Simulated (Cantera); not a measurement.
An isothermal, constant-pressure homogeneous reactor starts with NH3 : N2 = 1 : 0.17 (molar parts), at 1800 K and 1.00 atm.

Detailed kinetics in Cantera: the gas-phase N/H chemistry of the illustrative SiF4/NH3 mechanism in the Surface Chemkin manual (1991). Walls and surfaces, which speed up NH3 decomposition in real reactors, are not modelled.

x: mole fraction; the columns are a selection and need not sum to one.

```json
[
 {"t (s)": "0.000800", "x NH3": "0.852", "x N2": "0.146", "x H2": "0.00160", "x N": "?", "x NH": "1.57e-6", "x H": "4.41e-7", "x N2H4": "4.96e-7"},
 {"t (s)": "0.00288", "x NH3": "0.846", "x N2": "0.147", "x H2": "0.00684", "x N": "?", "x NH": "1.68e-6", "x H": "1.39e-6", "x N2H4": "4.83e-7"},
 {"t (s)": "0.0103", "x NH3": "0.823", "x N2": "0.151", "x H2": "0.0251", "x N": "?", "x NH": "1.94e-6", "x H": "4.61e-6", "x N2H4": "4.41e-7"},
 {"t (s)": "0.0371", "x NH3": "0.749", "x N2": "0.165", "x H2": "0.0849", "x N": "?", "x NH": "2.27e-6", "x H": "1.51e-5", "x N2H4": "3.59e-7"},
 {"t (s)": "0.133", "x NH3": "0.555", "x N2": "0.203", "x H2": "0.243", "x N": "7.80e-8", "x NH": "2.30e-6", "x H": "4.61e-5", "x N2H4": "2.27e-7"},
 {"t (s)": "0.480", "x NH3": "0.248", "x N2": "0.261", "x H2": "0.490", "x N": "8.38e-8", "x NH": "1.76e-6", "x H": "0.000117", "x N2H4": "7.22e-8"},
 {"t (s)": "1.72", "x NH3": "0.0512", "x N2": "0.299", "x H2": "0.650", "x N": "?", "x NH": "7.56e-7", "x H": "0.000221", "x N2H4": "6.26e-9"},
 {"t (s)": "6.19", "x NH3": "0.00788", "x N2": "0.307", "x H2": "0.685", "x N": "?", "x NH": "1.73e-7", "x H": "0.000284", "x N2H4": "2.19e-10"},
 {"t (s)": "22.3", "x NH3": "0.00166", "x N2": "0.308", "x H2": "0.690", "x N": "?", "x NH": "3.92e-8", "x H": "0.000296", "x N2H4": "1.04e-11"},
 {"t (s)": "80.0", "x NH3": "0.000424", "x N2": "0.309", "x H2": "0.691", "x N": "9.11e-10", "x NH": "1.01e-8", "x H": "0.000297", "x N2H4": "<1e-12"}
]
```

**Question.** Some entries are withheld; supply them.

**Answer.** 
- 0.000800, x N: 2.24e-9
- 0.00288, x N: 7.08e-9
- 0.0103, x N: 2.22e-8
- 0.0371, x N: 5.19e-8
- 1.72, x N: 5.35e-8
- 6.19, x N: 1.51e-8
- 22.3, x N: 3.53e-9
